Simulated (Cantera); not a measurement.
An adiabatic, constant-volume homogeneous reactor starts with C₂H₄ : O₂ : N₂ : H₂O = 1 : 1.36 : 5.13 : 1.8 (molar parts), at 1150 K and 760 Torr. Integrator tolerance rtol = 1e-08.

Model: GRI-Mech 3.0 (53 species, 325 reactions), integrated in Cantera. GRI-Mech 3.0 was tuned for natural gas; its chemistry of ethylene as a main component is partial and can be far from experiment.

Problem. What does this change do: initial temperature 1150 to 1750 K?

Solution. 
| quantity | before | after |
|---|---|---|
| time of steepest temperature rise | 2.45 ms | 12.1 µs |
| temperature at 0.900 s | 2496 K | 2834 K |
| equilibrium temperature | 2496 K | 2834 K |
| x(C₂H₄) at 0.900 s | <1e-12 (gas-phase equilibrium <1e-12) | <1e-12 (gas-phase equilibrium <1e-12) |
| x(O₂) at 0.900 s | 2.35e-5 (gas-phase equilibrium 2.35e-5) | 0.000554 (gas-phase equilibrium 0.000554) |
| x(H₂O) at 0.900 s | 0.195 (gas-phase equilibrium 0.195) | 0.185 (gas-phase equilibrium 0.185) |
| x(CH₂CO) at 0.900 s | <1e-12 (gas-phase equilibrium <1e-12) | <1e-12 (gas-phase equilibrium <1e-12) |
| x(NO) at 0.900 s | 0.000186 (gas-phase equilibrium 0.000186) | 0.00152 (gas-phase equilibrium 0.00152) |
| x(HCO) at 0.900 s | 3.29e-7 (gas-phase equilibrium 3.29e-7) | 6.72e-7 (gas-phase equilibrium 6.72e-7) |

Problem. What does this change do: initial temperature 1150 to 1798 K?

Solution. 
| quantity | before | after |
|---|---|---|
| time of steepest temperature rise | 2.45 ms | 10.7 µs |
| temperature at 0.900 s | 2496 K | 2854 K |
| equilibrium temperature | 2496 K | 2854 K |
| x(C₂H₄) at 0.900 s | <1e-12 (gas-phase equilibrium <1e-12) | <1e-12 (gas-phase equilibrium <1e-12) |
| x(O₂) at 0.900 s | 2.35e-5 (gas-phase equilibrium 2.35e-5) | 0.000651 (gas-phase equilibrium 0.000651) |
| x(H₂O) at 0.900 s | 0.195 (gas-phase equilibrium 0.195) | 0.183 (gas-phase equilibrium 0.183) |
| x(CH₂CO) at 0.900 s | <1e-12 (gas-phase equilibrium <1e-12) | <1e-12 (gas-phase equilibrium <1e-12) |
| x(NO) at 0.900 s | 0.000186 (gas-phase equilibrium 0.000186) | 0.00169 (gas-phase equilibrium 0.00169) |
| x(HCO) at 0.900 s | 3.29e-7 (gas-phase equilibrium 3.29e-7) | 6.96e-7 (gas-phase equilibrium 6.96e-7) |

Problem. What does this change do: O2 1.36 to 1.8 parts?

Solution. 
```tsv
quantity	before	after
time of steepest temperature rise	2.45 ms	2.22 ms
temperature at 0.900 s	2496 K	2820 K
equilibrium temperature	2496 K	2820 K
x(C₂H₄) at 0.900 s	<1e-12 (gas-phase equilibrium <1e-12)	<1e-12 (gas-phase equilibrium <1e-12)
x(O₂) at 0.900 s	2.35e-5 (gas-phase equilibrium 2.35e-5)	0.00138 (gas-phase equilibrium 0.00138)
x(H₂O) at 0.900 s	0.195 (gas-phase equilibrium 0.195)	0.238 (gas-phase equilibrium 0.238)
x(CH₂CO) at 0.900 s	<1e-12 (gas-phase equilibrium <1e-12)	<1e-12 (gas-phase equilibrium <1e-12)
x(NO) at 0.900 s	0.000186 (gas-phase equilibrium 0.000186)	0.00235 (gas-phase equilibrium 0.00235)
x(HCO) at 0.900 s	3.29e-7 (gas-phase equilibrium 3.29e-7)	5.42e-7 (gas-phase equilibrium 5.42e-7)
```
